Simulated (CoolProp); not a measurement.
Vapour-liquid equilibrium of propane (1) + isohexane (2) at -23.65 °C; x and y are mole fractions of (1).

The numbers come from the multi-fluid Helmholtz-energy mixture model, Lemmon 2009 and Lemmon 2006; pair parameters Bell 2016 in CoolProp.

```
x      bubble pressure, mixture model (MPa)  bubble pressure, Raoult's law (MPa)  y, mixture model  y, Raoult's law
-----  ------------------------------------  -----------------------------------  ----------------  ---------------
0.05                                0.01369                              0.01292             0.836            0.828
0.125                               0.03043                              0.02880             0.931            0.929
0.2                                       …                              0.04467             0.958            0.958
0.275                               0.06296                              0.06054                 …            0.972
0.35                                0.07881                              0.07641             0.979            0.980
0.425                               0.09441                              0.09228                 …            0.985
0.5                                  0.1098                               0.1082             0.988            0.989
0.575                                0.1251                               0.1240             0.991            0.992
0.65                                      …                               0.1399             0.993            0.994
0.725                                0.1556                               0.1558             0.995            0.996
0.8                                       …                               0.1716             0.996            0.997
0.875                                0.1867                               0.1875             0.998            0.998
0.95                                      …                               0.2034             0.999            0.999
```

Problem. Complete the blanks.

Solution. 
- 0.2, bubble pressure, mixture model (MPa): 0.04685
- 0.275, y, mixture model: 0.971
- 0.425, y, mixture model: 0.984
- 0.65, bubble pressure, mixture model (MPa): 0.1403
- 0.8, bubble pressure, mixture model (MPa): 0.1710
- 0.95, bubble pressure, mixture model (MPa): 0.2028

The largest gap from Raoult's law is +6.0 % in bubble pressure, at x = 0.05. No azeotrope shows between x = 0.05 and 0.95.

The pair parameters rest on a limited set of measurements; away from them the model extrapolates. The gap from Raoult's law changes sign with composition, which may be real or a fault of the pair parameters; it wasn't checked against measurements.
